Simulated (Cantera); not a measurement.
**Adiabatic ignition**

An adiabatic, constant-volume homogeneous reactor starts with 10.4 % CH₄, 18.8 % O₂, 70.8 % N₂, at 1773 K and 2.10 bar.

Detailed kinetics in Cantera: GRI-Mech 3.0 (53 species, 325 reactions). Above 3000 K some thermodynamic fits are extrapolated.

```
t (s)     T (K)  P (bar)   x CH₄    x O₂      x NO   x C₂H₄    x HCO     x CO₂
--------  -----  -------  ------  ------  --------  -------  -------  --------
7.00e-6    1772     2.10   0.103   0.188  2.74e-12  4.51e-7  2.85e-9   5.10e-8
2.07e-5    1773     2.10   0.102   0.188  2.08e-11  2.19e-5  8.49e-8   1.96e-6
6.09e-5    1931     2.32  0.0711   0.163   6.63e-9  0.00278  3.49e-5  0.000656
0.000180   3071     3.91  <1e-12  0.0166   0.00913   <1e-12  2.95e-7    0.0358
0.000531   3065     3.90  <1e-12  0.0156    0.0128   <1e-12  2.94e-7    0.0356
0.00157    3065     3.90  <1e-12  0.0155    0.0128   <1e-12  2.94e-7    0.0356
0.00462    3065     3.90  <1e-12  0.0155    0.0128   <1e-12  2.94e-7    0.0356
0.0136     3065     3.90  <1e-12  0.0155    0.0128   <1e-12  2.94e-7    0.0356
0.0402     3065     3.90  <1e-12  0.0155    0.0128   <1e-12  2.94e-7    0.0356
0.119      3065     3.90  <1e-12  0.0155    0.0128   <1e-12  2.94e-7    0.0356
0.350      3065     3.90  <1e-12  0.0155    0.0128   <1e-12  2.94e-7    0.0356
1.03       3065     3.90  <1e-12  0.0155    0.0128   <1e-12  2.94e-7    0.0356
3.05       3065     3.90  <1e-12  0.0155    0.0128   <1e-12  2.94e-7    0.0356
9.00       3065     3.90  <1e-12  0.0155    0.0128   <1e-12  2.94e-7    0.0356
```
x: mole fraction; the columns are a selection and need not sum to one.

The time of steepest temperature rise is 66.8 µs. The temperature at 9.00 s comes out as 3065 K and the equilibrium temperature is 3065 K. The x(CH₄) at 9.00 s is <1e-12 (gas-phase equilibrium <1e-12), the x(O₂) at 9.00 s is 0.0155 (gas-phase equilibrium 0.0155) and the x(NO) at 9.00 s is 0.0128 (gas-phase equilibrium 0.0128).
